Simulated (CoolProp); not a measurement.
Properties of acetone along the isobar 55.6 bar (Tc = 508.1 K, pc = 46.92 bar, ω = 0.307).

Model: reference Helmholtz-energy equation of state, Lemmon 2006, in CoolProp. It is a short technical equation, of lower accuracy than the large ones.

```csv
T (K),phase,density (kg/m³),cp (kJ/(kg K)),cv (kJ/(kg K)),expansivity (1/kK)
481.3,liquid,524.7,3.104,1.966,4.829
485.9,liquid,512.6,3.195,1.982,5.336
490.5,liquid,499.4,3.307,1.999,5.991
495,liquid,485.2,3.450,2.018,6.854
499.6,liquid,468.9,3.651,2.039,8.121
504.2,liquid,449.8,3.956,2.065,10.12
508.8,supercritical,426.1,4.496,2.098,13.83
513.4,supercritical,393.0,5.768,2.148,23.00
517.9,supercritical,332.7,10.74,2.243,61.03
522.5,supercritical,226.7,12.52,2.321,73.35
527.1,supercritical,180.3,7.054,2.271,34.38
531.7,supercritical,158.9,5.288,2.228,22.32
536.3,supercritical,145.5,4.462,2.196,16.78
540.8,supercritical,135.9,3.989,2.173,13.64
545.4,supercritical,128.3,3.670,2.154,11.52
550,supercritical,122.1,3.444,2.140,10.02
```

The peak of cp marks the crossing from liquid-like to gas-like fluid above the critical point.
